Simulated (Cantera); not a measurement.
**Equilibrium for silicon nitride deposition: SiCl₄ + NH₃ + H₂**

Feed: 1 mol SiCl₄, 27 mol NH₃, 19 mol H₂, at 1327 °C and 0.398 Torr.

These are equilibrium values from Cantera (NASA tables, ideal gas, pure condensed phases), not measurements of a reactor. Candidate condensed phases: NH₄Cl, Si, Si₃N₄; 28 gas species. The tables' values for SiCl are old estimates; treat these amounts as uncertain. The numbers say what is thermodynamically allowed, not how fast it happens.

| Property | Value |
|---|---|
| x(H₂) | 0.772 |
| x(N₂) | 0.180 |
| x(HCl) | 0.0393 |
| x(SiCl₂) | 0.00690 |
| x(H) | 0.00207 |
| x(Si) | 0.000184 |
| x(Cl) | 8.36e-5 |
| x(SiCl) | 6.22e-5 |
| x(SiCl₃) | 9.69e-6 |
| n(Si(s)) | 0.461 mol |
| gas amount | 75.10 mol |
